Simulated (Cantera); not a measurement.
Charge: 1 mol SiCl₄, 1.9 mol H₂, held at 927 °C and 2780 Torr.

Method: chemical equilibrium by Gibbs-energy minimisation in Cantera with the NASA 1993 tables (ideal gas, pure condensed phases). Candidate condensed phases: Si; 19 gas species. The tables' values for SiCl₃ are old estimates; treat these amounts as uncertain. Rates play no part.

Base state: H₂ 0.584, SiCl₄ 0.274, HCl 0.0722, SiHCl₃ 0.0603, SiCl₃ 0.00604, SiH₂Cl₂ 0.00174, SiCl₂ 0.00117, SiH₃Cl 1.37e-5 (mole fractions); condensed: gas only.

**Question.** What changes in the equilibrium state with this change: temperature from 927 °C to 727 °C?

**Answer.** 
```csv
species,before,after
H₂,0.584,0.618
SiCl₄,0.274,0.308
HCl,0.0722,0.0373
SiHCl₃,0.0603,0.0359
SiCl₂,0.00117,1.35e-5
SiCl₃,0.00604,0.000414
SiH₃Cl,1.37e-5,1.46e-6
```
